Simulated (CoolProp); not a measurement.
Vapour-liquid equilibrium of hydrogen chloride (1) + n-butane (2) at 364 kPa; x and y are mole fractions of (1).

The numbers come from the multi-fluid Helmholtz-energy mixture model, Thol 2018 and Bücker 2006; pair parameters Bell 2016 in CoolProp.

| x | bubble temperature, mixture model (K) | bubble temperature, Raoult's law (K) | y, mixture model | y, Raoult's law |
|---|---|---|---|---|
| 0.05 | 281.7 | 289.0 | 0.608 | 0.527 |
| 0.15 | 246.2 | 263.9 | 0.913 | 0.832 |
| 0.25 | 231.6 | 249.9 | 0.962 | 0.920 |
| 0.35 | 225.1 | 240.7 | 0.975 | 0.955 |
| 0.45 | 222.1 | 233.9 | 0.980 | 0.974 |
| 0.55 | 220.5 | 228.7 | 0.983 | 0.984 |
| 0.65 | 219.5 | 224.5 | 0.985 | 0.990 |
| 0.75 | 218.4 | 220.9 | 0.987 | 0.994 |
| 0.85 | 217.1 | 217.9 | 0.990 | 0.997 |
| 0.95 | 215.2 | 215.3 | 0.996 | 0.999 |

The largest gap from Raoult's law is -18.3 K in bubble temperature, at x = 0.25. No azeotrope shows between x = 0.05 and 0.95.

Pair parameters are fitted to limited data, so mixtures are less certain than the pure fluids. With so large a gap from Raoult's law the liquid may split in two, which this calculation doesn't test in full.
